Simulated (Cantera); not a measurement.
# Thermodynamics of carbothermic reduction, feed Ta₂O₅ + CO + H₂ + CH₄

A closed system holds: 1 mol Ta₂O₅, 17 mol CO, 0.16 mol H₂, 4.6 mol CH₄, held at 2125 K.

Cantera equilibrium calculation (NASA polynomials, part measured and part estimated; ideal gas, pure solids and liquids). Candidate condensed phases: C, C₆H₆, C₇H₈, C₈H₁₈, H₂O, Ta, TaC, Ta₂O₅; 113 gas species. Mutual solubility and eutectic melting of coexisting phases are not modelled. TaC: taken at fixed stoichiometry. Condensed phases not in the tables: Ta₂C, N, O or C dissolved in the metal. The numbers say what is thermodynamically allowed, not how fast it happens.

From 10.0 Pa to 68.0 Pa the condensed part is Ta(s). At 4.60 mbar the condensed part is Ta(s) + Ta₂O₅(l). From 32.0 mbar to 10.0 bar the condensed part is TaC(s) + Ta₂O₅(l). The main Ta-bearing gas is TaO₂ throughout.

| P (Pa) | log p CO | log p H₂ | log p H | log p H₂O | log p TaO₂ | log p TaO | n Ta(s) | n Ta₂O₅(l) | n TaC(s) |
|---|---|---|---|---|---|---|---|---|---|
| 10 | -4.20 | -4.71 | -4.79 | -7.87 | -6.39 | -6.46 | 1.75 | 0 | 0 |
| 68 | -3.34 | -3.76 | -4.32 | -6.46 | -5.46 | -6.00 | 1.79 | 0 | 0 |
| 460 | -2.50 | -2.89 | -3.88 | -5.42 | -5.13 | -5.83 | 1.84 | 0.0500 | 0 |
| 3200 | -1.66 | -2.01 | -3.44 | -4.49 | -5.16 | -5.91 | 0 | 0.334 | 1.33 |
| 22000 | -0.82 | -1.16 | -3.02 | -3.41 | -5.28 | -6.27 | 0 | 0.332 | 1.34 |
| 150000 | 0.01 | -0.33 | -2.60 | -2.33 | -5.40 | -6.63 | 0 | 0.324 | 1.35 |
| 1000000 | 0.83 | 0.49 | -2.19 | -1.28 | -5.51 | -6.98 | 0 | 0.311 | 1.38 |
log p: log10 of the partial pressure in bar; n: condensed amount in mol.
